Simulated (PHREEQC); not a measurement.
Dissolve 0.001 mol Cu(NO3)2 and 0.038 mol H2SO4 per kg of water at 25 °C. Closed to the air; pH follows from the charge balance.

Computed with PHREEQC (ion-association model, phreeqc.dat).

This is a speciation only: nothing precipitates in the calculation.

### Question
Order these S species by the share of S that they hold, largest first: CuSO4, SO4-2, HSO4-.

### Answer
HSO4- (68 %), SO4-2 (31 %), CuSO4 (0.83 %)

The pH is 1.37 and the ionic strength 0.0640 mol/kgw. Species that the database lacks are ignored.
